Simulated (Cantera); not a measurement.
A closed system holds: 1 mol Al2O3, 0.14 mol Cl2, at 1025 K and 0.400 bar.

Cantera equilibrium calculation (NASA polynomials, part measured and part estimated; ideal gas, pure solids and liquids). Candidate condensed phases: Al, AlCl3, Al2O3; 17 gas species. Kinetics and transport are ignored.

Base state: Cl2 0.999, Cl 0.000884, AlCl3 8.07e-5, O2 6.04e-5 (mole fractions); condensed: Al2O3(s).

**Question.** What changes in the equilibrium state with this change: temperature from 1025 K to 1125 K?

**Answer.** 
```tsv
species	before	after
Cl2	0.999	0.996
Cl	0.000884	0.00324
AlCl3	8.07e-5	0.000353
O2	6.04e-5	0.000264
Al2O3(s), mol	1.000	1.000
```
